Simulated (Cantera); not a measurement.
Input: 1 mol borazine, 3.9 mol H₂O, equilibrated at 7.05 Torr.

Method: chemical equilibrium by Gibbs-energy minimisation in Cantera with the NASA 1993 tables (ideal gas, pure condensed phases). Candidate condensed phases: B, BN, B₂O₃, B₃O₃H₃, H₂O; 39 gas species. The feed counts by its element totals alone. Mutual solubility and eutectic melting of coexisting phases are not modelled. Rates play no part.

Over these rows the condensed part is BN(s) + B₂O₃(l). Partial pressures as log10 of bar:

```
T (K)  1000/T (1/K)  log p HBO₂  log p H₂  log p N₂
-----  ------------  ----------  --------  --------
925          1.0811       -7.85     -2.10     -2.83
1000         1.0000       -7.11     -2.10     -2.83
1075         0.9302           ?     -2.10     -2.83
1150         0.8696       -5.95     -2.10     -2.83
1225         0.8163       -5.48     -2.10     -2.83
1300         0.7692       -5.07     -2.10     -2.83
```

Question: Fit log p(HBO₂) = a + b·(1000/T) to the five rows, give the apparent enthalpy, and predict the row at 1075 K.

Answer: Means: 1000/T = 0.9072, log p = -6.292. Sxy = -0.602153, Sxx = 0.0675736, so b = -8.91 and a = -6.292 − (-8.91)×0.9072 = 1.79.
Apparent enthalpy: −19.145 × (-8.91) = 171 kJ/mol. With the condensed phases at unit activity, 2/3 B₂O₃(l) + 1/2 H₂(g) + 1/6 N₂(g) = HBO₂(g) + 1/3 BN(s) links this pressure to the main gases: over the six rows their terms move log p by +0.00 in all, so the slope is close to that reaction's ΔH°. The five rows lie within 0.01 of the line.
Prediction at 1075 K: 1.79 + (-8.91)×0.9302 = -6.50. The computed value is -6.48, 0.02 from the line.
